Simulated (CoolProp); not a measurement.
A single-stage vapour-compression cycle with C3F8 (R218): evaporating at 217.15 K (dew point), condensing at 283.15 K (bubble point), superheat 5 K, subcooling 0 K, compressor efficiency 0.6, no pressure losses. Each further row changes one setting.

Computed with CoolProp (reference Helmholtz-energy equation of state, Lemmon 2006). It is a short technical equation, of lower accuracy than the large ones.

```tsv
case	cooling COP	pressure ratio	discharge temperature (K)	refrigerating effect (kJ/kg)	volumetric capacity (kJ/m³)
as stated	1.10	14.6	291.7	48.3	196
evaporating temperature 222.15 K	1.29	11.2	290.5	51.4	268
condensing temperature 278.15 K	1.30	12.5	287.5	53.8	218
subcooling 5 K	1.23	14.6	291.7	53.8	218
superheat 15 K	1.18	14.6	302.8	55.2	213
compressor efficiency 0.5	0.917	14.6	301.8	48.3	196
```
